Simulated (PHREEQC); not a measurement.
Make-up at 25 °C: 1.5 mmol/kgw HCl and 0.99 mmol/kgw FeCl2. Closed to the air; pH follows from the charge balance.

Computed with PHREEQC (ion-association model, wateq4f.dat).

- pH: 2.85
- ionic strength: 0.00446 mol/kgw
- total alkalinity: -1.50 meq/kg

```
species  molality  activity   log γ
-------  --------  --------  ------
Cl-       0.00348   0.00323  -0.032
H+        0.00150   0.00140  -0.028
Fe+2     0.000986  0.000748  -0.120
FeCl+     3.58e-6   3.34e-6  -0.031
```

This is a speciation only: nothing precipitates in the calculation. Species that the database lacks are ignored.
